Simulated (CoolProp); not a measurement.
The fluid at 588.79 K and 0.804 MPa (stagnation) flows isentropically through a choked orifice. The same conditions are run with several fluids, on thermodynamics alone (safety and materials aside).

Model: reference Helmholtz-energy equation of state of each fluid (ethylbenzene: Zhou 2012; dry air: Lemmon 2000; ammonia: Gao 2020; carbonyl sulfide: Lemmon 2006; m-xylene: Zhou 2012), in CoolProp. Blends and air are pseudo-pure fits.

| fluid | throat to inlet pressure ratio | mass flux (kg/(m² s)) | throat temperature (K) |
|---|---|---|---|
| ethylbenzene | ___ | 2360 | ___ |
| dry air | ___ | ___ | ___ |
| ammonia | 0.556 | 986 | 526.2 |
| carbonyl sulfide | ___ | 1830 | 535.1 |
| m-xylene | 0.611 | ___ | ___ |

Problem. Some entries are withheld; supply them.

Solution. 
- ethylbenzene, throat to inlet pressure ratio: 0.610
- ethylbenzene, throat temperature (K): 576.6
- dry air, throat to inlet pressure ratio: 0.530
- dry air, mass flux (kg/(m² s)): 1330
- dry air, throat temperature (K): 493.8
- carbonyl sulfide, throat to inlet pressure ratio: 0.565
- m-xylene, mass flux (kg/(m² s)): 2370
- m-xylene, throat temperature (K): 576.3
